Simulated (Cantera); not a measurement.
A closed system holds: 1 mol C₂F₆, 0.14 mol CH₄, 14 mol H₂, at 3448.15 K and 0.200 bar.

Cantera equilibrium calculation (NASA polynomials, part measured and part estimated; ideal gas, pure solids and liquids). Candidate condensed phases: C, C₆H₆, C₇H₈, C₈H₁₈; 95 gas species. The feed counts by its element totals alone. Kinetics and transport are ignored.

Base state: H 0.518, HF 0.238, H₂ 0.196, C₃ 0.0129, C₂H₂ (acetylene) 0.00976, F 0.00792, C₂H 0.00772, C 0.00525 (mole fractions); condensed: gas only.

Task: What changes in the equilibrium state with this change: temperature from 3448.15 K to 1700 K?

Result: 
```
species            before     after
----------------  -------  --------
H₂                  0.196     0.652
HF                  0.238     0.347
H                   0.518  0.000266
C₃                 0.0129     <1e-9
C₂H               0.00772     <1e-9
C                 0.00525     <1e-9
C(graphite), mol        0      2.14
```
